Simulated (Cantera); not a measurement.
# Pyrogenic steam for wet oxidation

A perfectly stirred reactor is fed with 9.09 % H₂, 4.78 % O₂, 86.1 % N₂, at 0.132 atm; it is held at 1100 K, and followed from long to short residence time.

Detailed kinetics in Cantera: GRI-Mech 3.0 (53 species, 325 reactions). The temperature is held fixed by assumption; the heat of reaction is taken as removed at once.

```json
[
 {"τ (s)": "1.2", "x H₂": "0.00147", "x O₂": "0.00328", "x HO₂": "4.29e-7", "x H₂O": "0.0933", "x H": "0.000516", "x NO": "9.39e-7", "x H₂O₂": "1.59e-7"},
 {"τ (s)": "0.59", "x H₂": "0.00209", "x O₂": "0.00366", "x HO₂": "4.85e-7", "x H₂O": "0.0924", "x H": "0.000910", "x NO": "1.26e-6", "x H₂O₂": "1.56e-7"},
 {"τ (s)": "0.29", "x H₂": "0.00289", "x O₂": "0.00417", "x HO₂": "5.57e-7", "x H₂O": "0.0912", "x H": "0.00155", "x NO": "1.64e-6", "x H₂O₂": "1.52e-7"},
 {"τ (s)": "0.14", "x H₂": "0.00394", "x O₂": "0.00488", "x HO₂": "6.52e-7", "x H₂O": "0.0894", "x H": "0.00260", "x NO": "2.07e-6", "x H₂O₂": "1.48e-7"},
 {"τ (s)": "0.069", "x H₂": "0.00522", "x O₂": "0.00580", "x HO₂": "7.70e-7", "x H₂O": "0.0872", "x H": "0.00416", "x NO": "2.47e-6", "x H₂O₂": "1.45e-7"},
 {"τ (s)": "0.034", "x H₂": "0.00678", "x O₂": "0.00701", "x HO₂": "9.18e-7", "x H₂O": "0.0842", "x H": "0.00642", "x NO": "2.82e-6", "x H₂O₂": "1.43e-7"},
 {"τ (s)": "0.017", "x H₂": "0.00866", "x O₂": "0.00852", "x HO₂": "1.10e-6", "x H₂O": "0.0804", "x H": "0.00950", "x NO": "3.04e-6", "x H₂O₂": "1.42e-7"},
 {"τ (s)": "0.0081", "x H₂": "0.0112", "x O₂": "0.0106", "x HO₂": "1.32e-6", "x H₂O": "0.0752", "x H": "0.0138", "x NO": "3.04e-6", "x H₂O₂": "1.42e-7"},
 {"τ (s)": "0.0040", "x H₂": "0.0143", "x O₂": "0.0130", "x HO₂": "1.58e-6", "x H₂O": "0.0691", "x H": "0.0187", "x NO": "2.75e-6", "x H₂O₂": "1.44e-7"},
 {"τ (s)": "0.0019", "x H₂": "0.0188", "x O₂": "0.0163", "x HO₂": "1.87e-6", "x H₂O": "0.0613", "x H": "0.0239", "x NO": "2.13e-6", "x H₂O₂": "1.48e-7"},
 {"τ (s)": "0.00095", "x H₂": "0.0251", "x O₂": "0.0200", "x HO₂": "2.18e-6", "x H₂O": "0.0527", "x H": "0.0272", "x NO": "1.37e-6", "x H₂O₂": "1.53e-7"}
]
```
x: mole fraction; the columns are a selection and need not sum to one.
